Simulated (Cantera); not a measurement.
# Ignition delay

Mixture: 8.38 % CH4, 3.52 % H2, 18.5 % O2, 69.6 % N2, equivalence ratio 1.0, at 57000 Pa, adiabatic and at constant volume. Ignition delay is the time to a rise of 400 K.

Detailed kinetics in Cantera: GRI-Mech 3.0 (53 species, 325 reactions).

```tsv
T0 (K)	delay (ms)
1248	2.81
1323	1.48
1398	0.836
1473	0.504
1548	0.322
```

```
Quantity                                                 Value
--------------------------------------------------  ----------
apparent activation energy between 1398 and 1548 K  110 kJ/mol
```
